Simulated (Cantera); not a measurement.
A Cantera script and what it prints.

```python
import numpy as np
import cantera as ct

gas_names = [...]  # 95 gases of nasa_gas.yaml made of C, F, H
cond_names = """
    C(gr) C6H6(L) C7H8(L) C8H18(L),n-octa
""".split()


# ... load() reads the species with a 1 bar reference pressure and builds the phases ...
atoms = {
    'C2F6': {'C': 2, 'F': 6},
    'CH4': {'C': 1, 'H': 4},
}
top_T = {'C(gr)': 4500}  # K; cautious upper limits of use, not melting points


# ... equilibrate(T, P, feed) seeds the gas with the atoms and calls Mixture.equilibrate('TP', solver="vcs", rtol=1e-11, max_steps=5000) ...
results = []
feed = {'C2F6': 1, 'CH4': 0.54}  # mol
T = 2373  # K
P = 100000  # Pa
mix = equilibrate(T, P, feed)
results.append((T, P, feed, dict(zip(mix.species_names, mix.species_moles))))
print(gas.report(threshold=0.001))
for i in range(1, mix.n_phases):
    print(f"{mix.phase(i).name:16s} {mix.phase_moles(i):12.5e} mol")
```

Result:

```
       temperature   2373 K
          pressure   1e+05 Pa
           density   0.199 kg/m^3
  mean mol. weight   39.263 kg/kmol
   phase of matter   gas

                          1 kg             1 kmol
                     ---------------   ---------------
          enthalpy       -8.1591e+06       -3.2035e+08  J
   internal energy       -8.6616e+06       -3.4008e+08  J
           entropy            7797.8        3.0617e+05  J/K
    Gibbs function       -2.6663e+07       -1.0469e+09  J
 heat capacity c_p            1384.8             54370  J/K
 heat capacity c_v              1173             46056  J/K

                      mass frac. Y      mole frac. X     chem. pot. / RT
                     ---------------   ---------------   ---------------
               CF2          0.093571          0.073467            -47.86
               CF3          0.014761         0.0083989           -70.219
               CF4            0.5488           0.24485           -92.578
                 F         0.0077076          0.015929           -22.359
                HF           0.33473           0.65692           -39.449
     [  +90 minor]          0.000428        0.00043759

C(gr)             1.46438e+00 mol
```

Cantera equilibrium calculation (NASA polynomials, part measured and part estimated; ideal gas, pure solids and liquids). The feed counts by its element totals alone. The tables' values for C2F4 are old estimates; treat these amounts as uncertain. Gases not in the tables: C2F6 and larger saturated fluorocarbons.
